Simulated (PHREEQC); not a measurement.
A solution holds 3.4 mol/kgw CaCl2, 1 mol/kgw MnCl2 and 2.1 mol/kgw NaCl, at 20 °C. Closed to the air; pH follows from the charge balance.

Computed with PHREEQC (Pitzer model, pitzer.dat).

```
Property                    Value
-------------------  ------------
pH                           4.93
ionic strength       15.3 mol/kgw
activity of water           0.490
density               1.371 g/cm³
osmotic coefficient         2.278
```

```tsv
species	molality	activity	log γ
Cl-	10.9	10.2	-0.030
Ca+2	3.40	705	2.316
Na+	2.10	15.3	0.863
Mn+2	1.00	42.9	1.633
OH-	1.70e-7	2.89e-10	-2.770
H+	1.70e-7	1.16e-5	1.834
```

No solid was allowed to form. The solution is supersaturated, for example in Halite, so a real one may precipitate; this is no full list. Species that the database lacks are ignored. In brines, pH and single-ion activities rest on the MacInnes convention.
